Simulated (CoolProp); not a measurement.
Values from CoolProp's reference Helmholtz-energy equation of state, Kamei 1995.

**Question.** For R22, give the phase and the cp (kJ/(kg K)), cv (kJ/(kg K)), viscosity (µPa s), conductivity (mW/(m K)) at 83.25 °C and 2040 kPa; 159.05 °C and 26700 kPa.

**Answer.** 
- 83.25 °C and 2040 kPa: gas; cp 0.917, cv 0.679, viscosity 16.8, conductivity 16.7
- 159.05 °C and 26700 kPa: supercritical; cp 1.28, cv 0.790, viscosity 70.9, conductivity 64.5

Viscosity comes from a separate model (Bell 2016), an estimate that may be off by 10 % or more. Thermal conductivity comes from a separate model (McLinden 2000), an estimate that may be off by 10 % or more.
